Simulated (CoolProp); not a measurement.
Vapour-liquid equilibrium of carbon dioxide (1) + n-pentane (2) at -14.35 °C; x and y are mole fractions of (1).

Model: multi-fluid Helmholtz-energy mixture model, Span 1996 and Thol 2019; pair parameters Kunz 2012, in CoolProp.

### Question
Give the bubble pressure and the first vapour's composition at x = 0.35, 0.5, 0.65. Is there an azeotrope?

### Answer
x = 0.35: 11.30 bar, y = 0.989; x = 0.5: 14.29 bar, y = 0.991; x = 0.65: 16.36 bar, y = 0.993. No azeotrope shows between x = 0.05 and 0.95.

The pair parameters rest on a limited set of measurements; away from them the model extrapolates. The gap from Raoult's law changes sign with composition, which may be real or a fault of the pair parameters; it wasn't checked against measurements.
